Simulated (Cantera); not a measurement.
A closed system holds: 1 mol CHF₃, 0.02 mol Si, 0.76 mol H₂, 0.11 mol HCl, equilibrated at 1.20 Pa.

These are equilibrium values from Cantera (NASA tables, ideal gas, pure condensed phases), not measurements of a reactor. Candidate condensed phases: C, C₆H₆, C₇H₈, C₈H₁₈, Si, SiC; 143 gas species. Condensed phases not in the tables: fluorocarbon polymer. Gases not in the tables: C₂F₆ and larger saturated fluorocarbons. Rates play no part.

log p: log10 of the partial pressure in bar; n: condensed amount in mol.

```json
[
 {"T (°C)": "350", "log p HF": "-4.96", "log p HCl": "-6.32", "log p Cl": "-12.88", "log p CF₄": "-6.36", "log p SiF₄": "-7.06", "log p Cl₂": "-11.13", "log p F": "<-16", "n C(graphite)": "0.900"},
 {"T (°C)": "450", "log p HF": "-4.96", "log p HCl": "-6.32", "log p Cl": "-10.83", "log p CF₄": "-6.36", "log p SiF₄": "-7.06", "log p Cl₂": "-9.89", "log p F": "<-16", "n C(graphite)": "0.900"},
 {"T (°C)": "550", "log p HF": "-4.96", "log p HCl": "-6.32", "log p Cl": "-9.28", "log p CF₄": "-6.36", "log p SiF₄": "-7.06", "log p Cl₂": "-8.95", "log p F": "___", "n C(graphite)": "0.900"},
 {"T (°C)": "650", "log p HF": "-4.96", "log p HCl": "-6.34", "log p Cl": "-8.08", "log p CF₄": "-6.37", "log p SiF₄": "-7.06", "log p Cl₂": "-8.25", "log p F": "___", "n C(graphite)": "0.901"},
 {"T (°C)": "750", "log p HF": "-4.96", "log p HCl": "-6.42", "log p Cl": "-7.18", "log p CF₄": "-6.39", "log p SiF₄": "-7.06", "log p Cl₂": "-7.83", "log p F": "___", "n C(graphite)": "0.905"},
 {"T (°C)": "850", "log p HF": "-4.96", "log p HCl": "-6.67", "log p Cl": "-6.64", "log p CF₄": "-6.44", "log p SiF₄": "-7.07", "log p Cl₂": "-7.88", "log p F": "___", "n C(graphite)": "0.915"},
 {"T (°C)": "950", "log p HF": "-4.95", "log p HCl": "-7.11", "log p Cl": "-6.42", "log p CF₄": "-6.48", "log p SiF₄": "-7.07", "log p Cl₂": "-8.39", "log p F": "___", "n C(graphite)": "0.923"},
 {"T (°C)": "1050", "log p HF": "-4.95", "log p HCl": "-7.62", "log p Cl": "-6.36", "log p CF₄": "-6.51", "log p SiF₄": "-7.07", "log p Cl₂": "-9.07", "log p F": "___", "n C(graphite)": "0.926"},
 {"T (°C)": "1150", "log p HF": "-4.95", "log p HCl": "-8.09", "log p Cl": "-6.34", "log p CF₄": "-6.52", "log p SiF₄": "-7.07", "log p Cl₂": "-9.74", "log p F": "___", "n C(graphite)": "0.927"}
]
```

Problem. Fill in the missing entries.

Solution. 
- 550, log p F: -16.35
- 650, log p F: -14.18
- 750, log p F: -12.44
- 850, log p F: -11.01
- 950, log p F: -9.82
- 1050, log p F: -8.81
- 1150, log p F: -7.93
